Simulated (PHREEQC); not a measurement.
**Polishing slurry liquid**

Consider water at 20 °C with 20 mmol/kgw H2SO4 and 28 mmol/kgw Al(NO3)3. Closed to the air; pH follows from the charge balance.

All values are PHREEQC results (ion-association model, phreeqc.dat), not measurements.

Each row changes one thing in this solution. Precipitation was switched off in this run.

```csv
case,pH,ionic strength (mol/kgw),Al+3 (mol/kgw),AlSO4+ (mol/kgw),HSO4- (mol/kgw),SO4-2 (mol/kgw),SI of Gibbsite (Al(OH)3)
as made,1.53,0.148,0.0160,0.0115,0.00400,0.00364,-6.41
Al(NO3)3 replaced by Al2(SO4)3 at the same molality,1.75,0.127,0.00679,0.0384,0.0181,0.0260,-6.11
0.0061 mol/kgw KCl added,1.54,0.154,0.0162,0.0114,0.00400,0.00369,-6.41
0.0055 mol/kgw CO2 added,1.53,0.148,0.0160,0.0115,0.00400,0.00364,-6.41
0.00073 mol/kgw HNO3 added,1.53,0.148,0.0161,0.0114,0.00405,0.00363,-6.43
```
